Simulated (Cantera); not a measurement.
An isothermal, constant-pressure homogeneous reactor starts with H₂ : O₂ = 0.025 : 1 (molar parts), equivalence ratio 0.013, at 975 K and 0.00610 bar.

Detailed kinetics in Cantera: the H2/O2 subset of GRI-Mech 3.0, which has no nitrogen chemistry. Radical loss at walls, strong at low pressure, is not modelled.

x: mole fraction; the columns are a selection and need not sum to one.

| t (s) | x H₂ | x O₂ | x H₂O | x HO₂ | x OH | x H₂O₂ | x H |
|---|---|---|---|---|---|---|---|
| 1.00e-6 | 0.0244 | 0.976 | <1e-12 | <1e-12 | <1e-12 | <1e-12 | <1e-12 |
| 4.78e-6 | 0.0244 | 0.976 | <1e-12 | <1e-12 | <1e-12 | <1e-12 | <1e-12 |
| 2.29e-5 | 0.0244 | 0.976 | <1e-12 | 1.20e-12 | <1e-12 | <1e-12 | 1.16e-12 |
| 0.000109 | 0.0244 | 0.976 | <1e-12 | 5.74e-12 | <1e-12 | <1e-12 | 4.97e-12 |
| 0.000524 | 0.0244 | 0.976 | 4.89e-12 | 2.75e-11 | 1.11e-11 | <1e-12 | 1.80e-11 |
| 0.00250 | 0.0244 | 0.976 | 2.91e-10 | 1.34e-10 | 1.52e-10 | <1e-12 | 1.29e-10 |
| 0.0120 | 0.0244 | 0.976 | 6.99e-7 | 6.33e-9 | 2.42e-7 | <1e-12 | 1.89e-7 |
| 0.0573 | (withheld) | 0.962 | (withheld) | (withheld) | (withheld) | (withheld) | (withheld) |
| 0.274 | (withheld) | 0.972 | 0.0243 | (withheld) | (withheld) | (withheld) | (withheld) |
| 1.31 | 3.96e-6 | 0.975 | 0.0246 | 3.68e-7 | 8.77e-5 | 1.46e-8 | 5.97e-6 |
| 6.27 | 2.05e-7 | 0.975 | 0.0247 | 5.00e-8 | 2.10e-5 | 5.86e-9 | 8.08e-8 |
| 30.0 | 1.59e-8 | 0.975 | 0.0247 | 5.87e-9 | 6.10e-6 | 1.51e-9 | 1.97e-9 |

Problem. Some entries are withheld; supply them.

Solution. 
- 0.0573, x H₂: 0.000307
- 0.0573, x H₂O: 0.0223
- 0.0573, x HO₂: 2.24e-6
- 0.0573, x OH: 0.000778
- 0.0573, x H₂O₂: 2.32e-8
- 0.0573, x H: 0.00289
- 0.274, x H₂: 5.79e-5
- 0.274, x HO₂: 1.33e-6
- 0.274, x OH: 0.000332
- 0.274, x H₂O₂: 1.93e-8
- 0.274, x H: 0.000309
